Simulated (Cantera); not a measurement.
Input: 1 mol PbO, 0.047 mol CO, 4.7 mol N2, at 10.0 Torr.

These are equilibrium values from Cantera (NASA tables, ideal gas, pure condensed phases), not measurements of a reactor. Candidate condensed phases: C, Pb, PbO, PbO2, Pb3O4; 27 gas species. Equilibrium is a limit: real reactors are often held back by kinetics, nucleation or transport. All values below are at 975 K.

Base state: N2 0.989, CO2 0.00989, Pb 0.000688 (mole fractions); condensed: Pb(l) + PbO(yellow).

### Question
What changes in the equilibrium state with this change: pressure from 10.0 Torr to 0.173 Torr?

### Answer
```csv
species,before,after
N2,0.989,0.980
Pb,0.000688,0.00980
CO2,0.00989,0.00980
PbO,9.73e-6,0.000564
"Pb(l), mol",0.0437,0
"PbO(yellow), mol",0.953,0.950
```
